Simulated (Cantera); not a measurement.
A closed system holds: 1 mol TiO₂, a varied amount of H₂, equilibrated at 952 °C and 100000 Pa.

Method: chemical equilibrium by Gibbs-energy minimisation in Cantera with the NASA 1993 tables (ideal gas, pure condensed phases). Candidate condensed phases: H₂O, Ti, TiO, TiO₂, Ti₂O₃, Ti₃O₅, Ti₄O₇; 12 gas species. Mutual solubility and eutectic melting of coexisting phases are not modelled. Condensed phases not in the tables: Magnéli phases beyond Ti₄O₇. Rates play no part.

log p: log10 of the partial pressure in bar; n: condensed amount in mol.

```tsv
n(H₂) (mol)	log p H₂	log p H₂O	log p H	n TiO₂(rutile)	n Ti₄O₇(s)
70	0.00	-2.86	-6.51	…	0.0977
81	0.00	-2.86	-6.51	…	0.113
95	0.00	-2.86	-6.51	…	0.133
110	0.00	-2.86	-6.51	…	0.154
130	0.00	-2.86	-6.51	…	0.181
150	0.00	-2.86	-6.51	…	0.209
170	0.00	-2.86	-6.51	…	0.237
200	0.00	-2.90	-6.51	0	0.250
230	0.00	-2.96	-6.51	0	0.250
270	0.00	-3.03	-6.51	0	0.250
320	0.00	-3.11	-6.51	0	0.250
370	0.00	-3.17	-6.51	0	0.250
```

Complete the blanks.


- 70, n TiO₂(rutile): 0.609
- 81, n TiO₂(rutile): 0.548
- 95, n TiO₂(rutile): 0.470
- 110, n TiO₂(rutile): 0.386
- 130, n TiO₂(rutile): 0.274
- 150, n TiO₂(rutile): 0.162
- 170, n TiO₂(rutile): 0.0508
